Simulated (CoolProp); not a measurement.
Vapour-liquid equilibrium of ethanol (1) + o-xylene (2) at 1.37 bar; x and y are mole fractions of (1).

Values from CoolProp's multi-fluid Helmholtz-energy mixture model, Schroeder 2014 and Zhou 2012; pair parameters Bell 2016.

| x | bubble temperature, mixture model (K) | bubble temperature, Raoult's law (K) | y, mixture model | y, Raoult's law |
|---|---|---|---|---|
| 0.05 | 397.8 | 417.0 | 0.581 | 0.306 |
| 0.2 | 372.5 | 395.9 | 0.829 | 0.678 |
| 0.35 | 367.2 | 384.0 | 0.867 | 0.820 |
| 0.5 | 365.2 | 375.8 | 0.882 | 0.894 |
| 0.65 | 363.7 | 369.6 | 0.898 | 0.940 |
| 0.8 | 362.0 | 364.7 | 0.924 | 0.971 |
| 0.95 | 360.1 | 360.6 | 0.975 | 0.994 |

The largest gap from Raoult's law is -23.4 K in bubble temperature, at x = 0.2. No azeotrope shows between x = 0.05 and 0.95.

Pair parameters are fitted to limited data, so mixtures are less certain than the pure fluids. With so large a gap from Raoult's law the liquid may split in two, which this calculation doesn't test in full.
